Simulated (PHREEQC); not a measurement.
A solution holds 5.1 mmol/kgw CuSO4, 2.4 mmol/kgw HBF4 and 0.15 mmol/kgw FeCl3, at 25 °C. Closed to the air; pH follows from the charge balance.

The numbers come from PHREEQC with the ion-association model, wateq4f.dat.

| quantity | before | after |
|---|---|---|
| pH | 2.68 | 3.83 |
| ionic strength (mol/kgw) | 0.0181 | 0.0161 |

Which change was made?
A. FeCl3 left out
B. CuSO4 left out
C. diluted 2-fold with water
D. CuSO4 from 0.0051 to 0.00255 mol/kgw
E. HBF4 left out

E, HBF4 left out

Precipitation was switched off in this run. Some of these states are supersaturated (in Hematite (slow to form), Goethite (slow to form), Fe(OH)3(a), for instance). Real BF4- forms and hydrolyses slowly; the run takes it at equilibrium. Fluoro complexes past AlF4- and FeF3 are missing from the database.
